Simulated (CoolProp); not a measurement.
Vapour-liquid equilibrium of R13 (1) + isobutane (2) at 271.5 K; x and y are mole fractions of (1).

Computed with CoolProp (multi-fluid Helmholtz-energy mixture model, Platzer 1990 and Bücker 2006; pair parameters Bell 2016). This equation is an older, rougher fit; its heat capacities, sound speeds and derivatives of the liquid may be far off and weren't checked against measurements.

| x | bubble pressure, mixture model (MPa) | bubble pressure, Raoult's law (MPa) | y, mixture model | y, Raoult's law |
|---|---|---|---|---|
| 0.05 | 0.2710 | 0.2351 | 0.458 | 0.402 |
| 0.2 | 0.5924 | 0.4963 | 0.763 | 0.761 |
| 0.35 | 0.8550 | 0.7576 | 0.847 | 0.873 |
| 0.5 | 1.080 | 1.019 | 0.890 | 0.927 |
| 0.65 | 1.292 | 1.280 | 0.922 | 0.960 |
| 0.8 | 1.517 | 1.541 | 0.952 | 0.981 |
| 0.95 | 1.785 | 1.803 | 0.986 | 0.996 |

The largest gap from Raoult's law is +19.4 % in bubble pressure, at x = 0.2. No azeotrope shows between x = 0.05 and 0.95.

Pair parameters are fitted to limited data, so mixtures are less certain than the pure fluids. The gap from Raoult's law changes sign with composition, which may be real or a fault of the pair parameters; it wasn't checked against measurements.
